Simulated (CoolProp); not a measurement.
Computed with CoolProp (reference Helmholtz-energy equation of state, Gao 2016).

Problem. For sulfur dioxide, give the phase and the Z, cp (kJ/(kg K)), fugacity coefficient at 242.6 K and 291 kPa.

Solution. 
- 242.6 K and 291 kPa: liquid; Z 0.00610, cp 1.36, fugacity coefficient 0.126
